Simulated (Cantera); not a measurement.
Input: 1 mol Si₃N₄, 0.39 mol H₂O, 1 mol N₂, 0.8 mol CO₂, equilibrated at 1198 K and 3.53 Torr.

Cantera equilibrium calculation (NASA polynomials, part measured and part estimated; ideal gas, pure solids and liquids). Candidate condensed phases: C, C₆H₆, C₇H₈, C₈H₁₈, H₂O, Si, SiC, SiO₂, Si₂N₂O, Si₃N₄; 151 gas species. Equilibrium is a limit: real reactors are often held back by kinetics, nucleation or transport.

Base state: N₂ 0.630, CO 0.206, H₂ 0.164, HCN 2.34e-5 (mole fractions); condensed: C(graphite) + Si₂N₂O(s).

**Question.** What changes in the equilibrium state with this change: temperature from 1198 K to 2073.15 K?

**Answer.** 
```json
[
 {"species": "N₂", "before": "0.630", "after": "0.542"},
 {"species": "SiO", "before": "8.93e-8", "after": "0.246"},
 {"species": "CO", "before": "0.206", "after": "0.114"},
 {"species": "H₂", "before": "0.164", "after": "0.0653"},
 {"species": "Si", "before": "<1e-9", "after": "0.0212"},
 {"species": "Si₂C", "before": "<1e-9", "after": "0.000784"},
 {"species": "Si₂N", "before": "<1e-9", "after": "0.000290"},
 {"species": "Si₂", "before": "<1e-9", "after": "0.000261"},
 {"species": "C(graphite), mol", "before": "0.310", "after": "0"},
 {"species": "Si₂N₂O(s), mol", "before": "1.50", "after": "0"},
 {"species": "Si(l), mol", "before": "0", "after": "1.34"},
 {"species": "SiC(s), mol", "before": "0", "after": "0.165"}
]
```
Mutual solubility and eutectic melting of coexisting phases are not modelled. The tables' values for SiN are old estimates; treat these amounts as uncertain. Gases not in the tables: Si₂H₆ and higher silanes.
